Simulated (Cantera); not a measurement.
Cantera run:

```python
import numpy as np
import cantera as ct

gas_names = """
    CL CL2 H HCL H2 Si SiCL SiCL2 SiCL3 SiCL4 SiH SiHCL3 SiH2 SiH2CL2 SiH3 SiH3CL SiH4 Si2 Si3
""".split()
cond_names = """
    Si(cr) Si(L)
""".split()


def load(file, names, dense=False):
    # The tables refer to 1 bar. Condensed volumes are neglected.
    table = {s.name: s for s in ct.Species.list_from_file(file)}
    out = []
    for n in names:
        d = dict(table[n].input_data)
        d["thermo"] = dict(d["thermo"], **{"reference-pressure": 1e5})
        if dense:
            d["equation-of-state"] = {"model": "constant-volume", "density": "1e6 g/cm^3"}
        out.append(ct.Species.from_dict(d))
    return out


gas = ct.Solution(thermo="ideal-gas", species=load("nasa_gas.yaml", gas_names))
cond = {s.name: ct.Solution(thermo="fixed-stoichiometry", species=[s], name=s.name)
        for s in load("nasa_condensed.yaml", cond_names, dense=True)}
atoms = {
    'SiCl4': {'Si': 1, 'CL': 4},
    'Cl2': {'CL': 2},
    'H2': {'H': 2},
}
top_T = {}  # K; cautious upper limits of use, not melting points


def equilibrate(T, P, feed):
    n = {}
    for name, mol in feed.items():
        for a, k in atoms[name].items():
            n[a] = n.get(a, 0.0) + k * mol
    gas.TPX = T, P, n
    mass = sum(n.values()) * gas.mean_molecular_weight
    gas.equilibrate("TP")
    valid = [c for c in cond.values() if c.min_temp <= T <= top_T.get(c.name, c.max_temp)]
    mix = ct.Mixture([(gas, mass / gas.mean_molecular_weight)] + [(c, 0.0) for c in valid])
    mix.T, mix.P = T, P
    mix.equilibrate("TP", solver="vcs", rtol=1e-11, max_steps=5000)
    return mix


results = []
feed = {'SiCl4': 1, 'Cl2': 1.7, 'H2': 8.6}  # mol
P = 190000  # Pa
for T in [548, 623, 698, 773, 848, 923, 998, 1073, 1148, 1223, 1298, 1373]:
    mix = equilibrate(T, P, feed)
    results.append((T, P, feed, dict(zip(mix.species_names, mix.species_moles))))

top = {s: max(r[3][s] / sum(r[3][g] for g in gas_names) for r in results) for s in gas_names}
cols = sorted((s for s in top if top[s] > 1e-05), key=lambda s: -top[s])[:6]
seen = [c for c in cond_names if any(r[3].get(c, 0) > 1e-12 for r in results)]
print("log10 of partial pressures in bar; condensed amounts in mol")
print(f"{'T/K':>10s}" + "".join(f"{s[:9]:>10s}" for s in cols + seen))
for T, P, feed, n in results:
    ng = sum(n[g] for g in gas_names)
    print(f"{T:10.4g}" + "".join(f"{np.log10(max(n[s] / ng * P / 1e5, 1e-99)):10.3f}" for s in cols)
          + "".join(f"{n.get(c, 0):10.4g}" for c in seen))
```

Output:

```
log10 of partial pressures in bar; condensed amounts in mol
       T/K        H2       HCL     SiCL4    SiHCL3     SiCL3     SiCL2
       548     0.065    -0.243    -0.774    -5.612   -12.030   -19.719
       623     0.065    -0.243    -0.774    -4.802    -9.987   -16.214
       698     0.064    -0.243    -0.774    -4.172    -8.389   -13.474
       773     0.064    -0.243    -0.775    -3.669    -7.106   -11.275
       848     0.064    -0.242    -0.776    -3.259    -6.054    -9.474
       923     0.064    -0.242    -0.777    -2.919    -5.177    -7.973
       998     0.064    -0.241    -0.780    -2.635    -4.437    -6.705
      1073     0.063    -0.240    -0.785    -2.394    -3.806    -5.623
      1148     0.062    -0.238    -0.793    -2.191    -3.263    -4.691
      1223     0.060    -0.234    -0.805    -2.021    -2.796    -3.885
      1298     0.058    -0.229    -0.824    -1.882    -2.395    -3.189
      1373     0.054    -0.221    -0.856    -1.780    -2.058    -2.596
```

These are equilibrium values from Cantera (NASA tables, ideal gas, pure condensed phases), not measurements of a reactor. The tables' values for SiCl3 are old estimates; treat these amounts as uncertain.
